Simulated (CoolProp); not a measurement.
A Linde-Hampson liquefier for CF4 (R14): isothermal reversible compression at 320 K from 1 atm to 10 MPa, throttling to 1 atm, return gas leaving the recuperator 5 K below the feed. Each further row changes one setting.

Values from CoolProp's reference Helmholtz-energy equation of state, Platzer 1990. This equation is an older, rougher fit; its heat capacities, sound speeds and derivatives of the liquid may be far off and weren't checked against measurements.

| case | liquid yield per pass | compression work (kJ/kg of gas) |
|---|---|---|
| as stated | [?] | 131 |
| high pressure 20 MPa | 0.214 | [?] |
| warm-end temperature 350 K | [?] | [?] |
| warm-end gap 10 K | 0.118 | 131 |

### Question
Fill in the missing entries.

### Answer

- as stated, liquid yield per pass: 0.131
- high pressure 20 MPa, compression work (kJ/kg of gas): 148
- warm-end temperature 350 K, liquid yield per pass: 0.093
- warm-end temperature 350 K, compression work (kJ/kg of gas): 146
